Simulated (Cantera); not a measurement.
Cantera run:

```python
import numpy as np
import cantera as ct

gas_names = """
    VO2 OH NH3
""".split()
cond_names = """
    VN(s) V2O5(s) V2O5(L)
""".split()


# ... load() reads the species with a 1 bar reference pressure and builds the phases ...
species = {s.name: s for s in load("nasa_gas.yaml", gas_names) + load("nasa_condensed.yaml", cond_names)}
# Each term lists the table entries of one substance; the one whose range holds T is used.
reactions = {
    'VO2(g) + 3 OH(g) + VN = NH3(g) + V2O5':
        [(-1, ['VO2']), (-3, ['OH']), (-1, ['VN(s)']), (1, ['NH3']), (1, ['V2O5(s)', 'V2O5(L)'])],
}


def pick(names, T):
    return next(species[n] for n in names if species[n].thermo.min_temp <= T <= species[n].thermo.max_temp)


results = []
for label, terms in reactions.items():
    print(label)
    print("     T/K   dH/kJ  dS/(J/K)   dG/kJ   log10 K")
    for T in [773, 973, 1173, 1373, 1573, 1773]:
        used = [(nu, pick(names, T)) for nu, names in terms]
        dH = sum(nu * s.thermo.h(T) for nu, s in used) / 1e6
        dS = sum(nu * s.thermo.s(T) for nu, s in used) / 1e3
        dG = dH - T * dS / 1e3
        logK = -dG * 1e6 / (ct.gas_constant * T * np.log(10))
        results.append((label, T, dH, dS, dG, logK, [s.name for _, s in used]))
        print(f"{T:8g} {dH:8.1f} {dS:8.1f} {dG:8.1f} {logK:8.2f}")
```

Result:

```
VO2(g) + 3 OH(g) + VN = NH3(g) + V2O5
     T/K   dH/kJ  dS/(J/K)   dG/kJ   log10 K
     773  -1255.9   -515.3   -857.6    57.95
     973  -1184.2   -438.6   -757.4    40.66
    1173  -1175.1   -430.2   -670.5    29.86
    1373  -1166.5   -423.3   -585.2    22.26
    1573  -1158.1   -417.7   -501.1    16.64
    1773  -1150.1   -412.9   -418.1    12.32
```

Cantera with NASA thermochemical tables; ideal gases at 1 bar, condensed phases pure. VN: taken at fixed stoichiometry. Condensed species are held in their standard states even where they would react or evaporate.
